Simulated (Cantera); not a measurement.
Input (Python, Cantera):

```python
import numpy as np
import cantera as ct

gas = ct.Solution("SiF4_NH3_mec.yaml", "gas")
gas.TPX = 2300, 1333, {'NH3': 1, 'H2': 0.075}
reactor = ct.IdealGasConstPressureReactor(gas, energy="off", clone=False)
net = ct.ReactorNet([reactor])
net.rtol, net.atol = 1e-08, 1e-18
show = ['NH3', 'H2', 'N2H2', 'N2H4', 'N', 'H', 'N2']
times = np.geomspace(0.0003, 40, 10)

steps = ct.SolutionArray(gas, extra=["t"])
rows = []
print(f"{'t/s':>10s}{'T/K':>9s}{'P/Pa':>11s}" + "".join(f"{s:>11s}" for s in show))
for t in times:
    while net.time < t:
        t_next = net.step()
        steps.append(gas.state, t=t_next)
    rows.append([np.interp(t, steps.t, y) for y in (steps.T, steps.P, *steps(*show).X.T)])
    print(f"{t:10.3e}{rows[-1][0]:9.1f}{rows[-1][1]:11.4g}" + "".join(f"{x:11.3e}" for x in rows[-1][2:]))
rate = np.gradient(steps.T, steps.t)
print("integrator steps:", len(steps.t))
if steps.T.max() > steps.T[0] + 200:
    print(f"time of steepest temperature rise: {steps.t[rate.argmax()]:.4e} s")
gas.TPX = 2300, 1333, {'NH3': 1, 'H2': 0.075}
gas.equilibrate("TP")
print(f"equilibrium (TP): T = {gas.T:.1f} K  " + "  ".join(f"{s} {gas[s].X[0]:.3e}" for s in show))
```

It prints:

```
       t/s      T/K       P/Pa        NH3         H2       N2H2       N2H4          N          H         N2
 3.000e-04   2300.0       1333  9.283e-01  7.037e-02  1.225e-06  1.235e-09  6.077e-08  3.533e-05  3.729e-06
 1.113e-03   2300.0       1333  9.219e-01  7.324e-02  2.040e-05  1.257e-08  1.355e-06  1.114e-04  4.922e-04
 4.130e-03   2300.0       1333  8.882e-01  9.729e-02  4.073e-05  2.186e-08  3.295e-06  1.999e-04  8.644e-03
 1.533e-02   2300.0       1333  7.717e-01  1.840e-01  3.195e-05  1.599e-08  5.363e-06  3.592e-04  3.911e-02
 5.687e-02   2300.0       1333  4.833e-01  3.982e-01  1.585e-05  7.401e-09  8.297e-06  8.257e-04  1.144e-01
 2.110e-01   2300.0       1333  1.266e-01  6.627e-01  2.951e-06  1.097e-09  9.737e-06  2.002e-03  2.074e-01
 7.830e-01   2300.0       1333  1.352e-03  7.491e-01  2.181e-08  2.472e-12  1.038e-05  1.005e-02  2.394e-01
 2.905e+00   2300.0       1333  2.634e-07  7.060e-01  1.343e-13  3.721e-18  5.271e-07  6.027e-02  2.337e-01
 1.078e+01   2300.0       1333  5.079e-08  6.971e-01  3.390e-14  1.986e-19  1.686e-07  7.044e-02  2.325e-01
 4.000e+01   2300.0       1333  4.891e-08  6.971e-01  3.350e-14  1.847e-19  1.624e-07  7.045e-02  2.325e-01
integrator steps: 2166
equilibrium (TP): T = 2300.0 K  NH3 4.891e-08  H2 6.971e-01  N2H2 3.350e-14  N2H4 1.847e-19  N 1.624e-07  H 7.045e-02  N2 2.325e-01
```

Detailed kinetics in Cantera: the gas-phase N/H chemistry of the illustrative SiF4/NH3 mechanism in the Surface Chemkin manual (1991). Walls and surfaces, which speed up NH3 decomposition in real reactors, are not modelled.
